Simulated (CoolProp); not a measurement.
Propylene at 298.15 K and 1.75 MPa flows at 6.3 m/s in a round tube of 10 mm bore and 0.25 µm roughness, fully developed (64/Re and Nu = 3.66 if laminar; Colebrook and Gnielinski if turbulent). Each further row changes one setting.

Computed with CoolProp (reference Helmholtz-energy equation of state, Lemmon 2013).

```
case               Reynolds number  Darcy friction factor  pressure drop (Pa/m)  heat-transfer coefficient (W/(m² K))  mass flow (kg/h)
-----------------  ---------------  ---------------------  --------------------  ------------------------------------  ----------------
as stated                   333000                 0.0145                 14600                                 11000               905
velocity 12.6 m/s           666000                 0.0129                 52100                                 19900              1810
diameter 20 mm              666000                 0.0127                  6410                                  9830              3620
```

Viscosity comes from a separate model (Huber 2003), an estimate that may be off by 10 % or more. Thermal conductivity comes from a separate model (Huber 2003), an estimate that may be off by 10 % or more.
